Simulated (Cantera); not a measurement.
N2O furnace oxynitridation

A perfectly stirred reactor is fed with 66.7 % N2O, 33.3 % O2, at 1.00 bar; it is held at 1275 K, and followed from long to short residence time.

Computed with Cantera and GRI-Mech 3.0 (53 species, 325 reactions). GRI-Mech 3.0 was tuned for natural gas; its chemistry of N2O as a main component is partial and can be far from experiment. The mechanism lacks the step 2 NO + O2 → 2 NO2, which can matter for NO2 below about 1400 K. The temperature is held fixed by assumption; the heat of reaction is taken as removed at once.

```tsv
τ (s)	x N2O	x O2	x NO2	x N2	x O	x NO
0.79	0.228	0.425	0.000347	0.311	3.33e-6	0.0350
0.38	0.335	0.401	0.000286	0.234	3.93e-6	0.0292
0.18	0.446	0.378	0.000199	0.155	4.43e-6	0.0207
0.089	0.532	0.360	0.000123	0.0943	4.75e-6	0.0131
0.043	0.593	0.348	6.53e-5	0.0517	4.95e-6	0.00737
0.021	0.628	0.341	3.13e-5	0.0270	5.06e-6	0.00390
0.010	0.648	0.337	1.29e-5	0.0133	5.12e-6	0.00194
0.0048	0.657	0.335	4.70e-6	0.00651	5.14e-6	0.000950
```
x: mole fraction; the columns are a selection and need not sum to one.
